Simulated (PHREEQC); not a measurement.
A column of 0.5 m (40 cells, dispersivity 0.025 m, 60 s a shift, diffusion coefficient 3e-10 m²/s) holds 0.04 eq of the database's cation exchanger X per kg of pore water, first in equilibrium with 0.002 mol/kgw (NH4)2SO4, 0.0042 mol/kgw NaCl and 1e-05 mol/kgw HCl. It is flushed with 0.026 mol/kgw NaCl, 0.0088 mol/kgw MgCl2, 0.019 mol/kgw KCl and 1e-05 mol/kgw HCl, at 25 °C. Values are for the last cell. The system is closed to CO2. Nothing may precipitate in this run.

All values are PHREEQC results (ion-association model, phreeqc.dat), not measurements.

Problem. Predict K in solution (mol/kgw) at pore volumes = 0.3875, 0.6375, 0.7625, 2.513, 3.763.

Solution. 
```json
[
 {"pore volumes": "0.3875", "K in solution (mol/kgw)": "0"},
 {"pore volumes": "0.6375", "K in solution (mol/kgw)": "4.93e-13"},
 {"pore volumes": "0.7625", "K in solution (mol/kgw)": "5.21e-9"},
 {"pore volumes": "2.513", "K in solution (mol/kgw)": "0.0182"},
 {"pore volumes": "3.763", "K in solution (mol/kgw)": "0.0190"}
]
```
